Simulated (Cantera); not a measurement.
# Equilibrium for oxide etching and cleaning by halides: Fe₂O₃ + Cl₂ + N₂

Charge: 1 mol Fe₂O₃, 5.3 mol Cl₂, 0.37 mol N₂, held at 0.0800 bar.

These are equilibrium values from Cantera (NASA tables, ideal gas, pure condensed phases), not measurements of a reactor. Candidate condensed phases: Fe, FeCl₂, FeCl₃, FeO, Fe₂O₃, Fe₃O₄; 19 gas species. Rates play no part.

```
T (K)    x Cl   x Cl₂   x O₂  x FeCl₂  x FeCl₃    x N₂      x NO
-----  ------  ------  -----  -------  -------  ------  --------
1373   0.0500   0.378  0.221    0.127    0.168  0.0546  0.000168
1423   0.0727   0.369  0.216    0.149    0.139  0.0532  0.000217
1473    0.102   0.355  0.210    0.168    0.112  0.0517  0.000274
1523    0.139   0.335  0.204    0.183   0.0886  0.0501  0.000339
1573    0.183   0.308  0.197    0.194   0.0684  0.0484  0.000413
1623    0.233   0.276  0.190    0.202   0.0518  0.0467  0.000493
1673    0.288   0.239  0.182    0.206   0.0385  0.0449  0.000581
1723    0.344   0.201  0.175    0.207   0.0282  0.0431  0.000676
1773    0.398   0.164  0.169    0.206   0.0204  0.0415  0.000779
1823    0.447   0.129  0.163    0.204   0.0146  0.0400  0.000891
1873    0.490  0.0993  0.158    0.202   0.0104  0.0387   0.00101
1923    0.525  0.0746  0.154    0.199  0.00743  0.0377   0.00115
1973    0.552  0.0552  0.150    0.197  0.00531  0.0368   0.00130
```
x: gas mole fraction; nothing condenses.

From 1373 K to 1973 K nothing is condensed. The main Fe-bearing gas is FeCl₃ at 1373 K and FeCl₂ at 1973 K.
